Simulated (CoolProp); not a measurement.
Vapour pressure (MPa) of C3F8 (R218): the reference equation beside estimates from Tc = 345.0 K, pc = 2.640 MPa, ω = 0.317.

Values from CoolProp's reference Helmholtz-energy equation of state, Lemmon 2006. It is a short technical equation, of lower accuracy than the large ones.

| T (K) | reference | Lee-Kesler | Redlich-Kwong | Soave-Redlich-Kwong |
|---|---|---|---|---|
| 251.7 | 0.1931 | 0.1937 | 0.3241 | 0.1936 |
| 260.7 | 0.2707 | 0.2720 | 0.4264 | 0.2722 |
| 269.6 | 0.3687 | 0.3707 | 0.5480 | 0.3718 |
| 278.5 | 0.4913 | 0.4941 | 0.6918 | 0.4968 |
| 287.4 | 0.6421 | 0.6456 | 0.8596 | 0.6510 |
| 296.4 | 0.8273 | 0.8315 | 1.056 | 0.8406 |
| 305.3 | 1.047 | 1.052 | 1.277 | 1.066 |
| 314.2 | 1.308 | 1.314 | 1.527 | 1.332 |

Absolute difference from the reference over all 8 rows, mean and median: Lee-Kesler 0.5 and 0.5 %, Redlich-Kwong 39.4 and 37.3 %, Soave-Redlich-Kwong 1.2 and 1.3 %.
